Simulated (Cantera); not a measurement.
Feed: 1 mol FeS₂, 1.9 mol H₂, 0.24 mol H₂O, equilibrated at 1900 K and 13.3 mbar.

Equilibrium computed with Cantera from the NASA thermochemical tables; the gas is ideal and each condensed phase is pure. Candidate condensed phases: Fe, FeO, Fe(OH)₂, Fe(OH)₃, FeS, FeSO₄, FeS₂, Fe₂O₃, Fe₂(SO₄)₃, Fe₃O₄, H₂O, H₂SO₄, S; 22 gas species. FeS: taken at fixed stoichiometry. Equilibrium is a limit: real reactors are often held back by kinetics, nucleation or transport.

Q: What is the equilibrium state?

A: x(H₂): 0.686
x(S₂): 0.164
x(H₂O): 0.0836
x(H₂S): 0.0252
x(SH): 0.0190
x(Fe): 0.00604
x(H): 0.00569
x(S): 0.00560
x(SO): 0.00429
n(FeS(l)): 0.984 mol
gas amount: 2.653 mol
log10 activity of Fe(l) (absent): -0.14
log10 activity of S(l) (absent): -2.86
